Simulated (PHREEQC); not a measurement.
# Acid mine or pickling water

A made-up water analysis in mg/L, 9.8 °C, pH 2.51, pe 12.7:

```tsv
constituent	mg/L
Na	2200
K	245
Ca	8.9
Mg	207
Cl	1250
S(6) as SO4	4680
Fe(3)	37.8
N(5) as NO3	5.81
Mn(2)	14.4
```

Cl is adjusted to close the charge balance.
Valence states are taken as typed.

Equilibrium calculation in PHREEQC: ion-association model, phreeqc.dat.

Each row changes one thing in this solution. This is a speciation only: nothing precipitates in the calculation.

```tsv
case	ionic strength (mol/kgw)	Na+ (mol/kgw)	SO4-2 (mol/kgw)	K+ (mol/kgw)	Mg+2 (mol/kgw)	NaSO4- (mol/kgw)	SI of Jarosite-K (KFe3(SO4)2(OH)6)	SI of Gypsum (CaSO4:2H2O)
as made	0.155	0.0916	0.0361	0.00596	0.00517	0.00492	+0.69	-1.66
Fe(3) from 37.8 to 18.9 mg/L	0.154	0.0916	0.0364	0.00596	0.00515	0.00496	-0.21	-1.65
all concentrations times 2 at the same typed pH	0.295	0.180	0.0683	0.0117	0.00945	0.0146	+1.52	-1.29
temperature from 9.8 to 65 °C at the same typed pH	0.141	0.0916	0.0280	0.00571	0.00321	0.00491	+3.09	-1.75
```

Complexes and solids missing from the database can't appear. Some of these states are supersaturated (in Jarosite-K, Hematite (slow to form), Goethite (slow to form), for instance). Away from 25 °C the constants follow the database's enthalpies or fits; those with neither stay at their 25 °C values.
